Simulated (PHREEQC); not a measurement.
Make-up at 25 °C: 0.29 mol HF, 0.012 mol NH4F and 0.0036 mol H2SiF6 per kg of water. Closed to the air; pH follows from the charge balance.

Computed with PHREEQC (ion-association model, wateq4f.dat).

This is a speciation only: nothing precipitates in the calculation.

Problem. Order these F species by the share of F that they hold, largest first: HF2-, HF, SiF6-2, H2F2, F-.

Solution. HF (48 %), H2F2 (38 %), SiF6-2 (6.7 %), HF2- (4.0 %), F- (3.4 %)

The pH is 1.95 and the ionic strength 0.0283 mol/kgw. wateq4f.dat counts part of the HF as a dimer, H2F2, which phreeqc.dat doesn't know; its constant is uncertain. SiF6-2 is the database's only silicon fluoride.
